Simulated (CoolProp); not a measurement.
C3F8 (R218) along the isotherm 295.1 K: Z from the reference equation and from simpler models built on Tc = 345.0 K, pc = 2640 kPa, ω = 0.317; each cubic takes its own stable root.

Model: reference Helmholtz-energy equation of state, Lemmon 2006, in CoolProp. It is a short technical equation, of lower accuracy than the large ones.

| p (kPa) | phase | reference |
|---|---|---|
| 1200 | liquid | 0.06824 |
| 2400 | liquid | 0.1347 |
| 3600 | liquid | 0.1999 |
| 4800 | liquid | 0.2639 |
| 6000 | liquid | 0.3270 |
| 7200 | liquid | 0.3893 |
| 8400 | liquid | 0.4508 |
| 9600 | liquid | 0.5116 |
| 10800 | liquid | 0.5719 |
| 12000 | liquid | 0.6316 |
| 13200 | liquid | 0.6909 |

### Question
How far does each simpler model (van der Waals, Redlich-Kwong, Soave-Redlich-Kwong, Peng-Robinson) lie from the reference over these 11 states: mean and median of the absolute difference, and the worst?

### Answer
- van der Waals: mean 133.2 %, median 46.3 %, worst +994.1 % at 295.1 K and 1200 kPa
- Redlich-Kwong: mean 9.5 %, median 8.5 %, worst +17.1 % at 295.1 K and 1200 kPa
- Soave-Redlich-Kwong: mean 5.5 %, median 5.0 %, worst +9.6 % at 295.1 K and 1200 kPa
- Peng-Robinson: mean 6.3 %, median 6.7 %, worst -8.2 % at 295.1 K and 13200 kPa

At some of these states van der Waals gives the other phase, because its saturation line lies elsewhere.
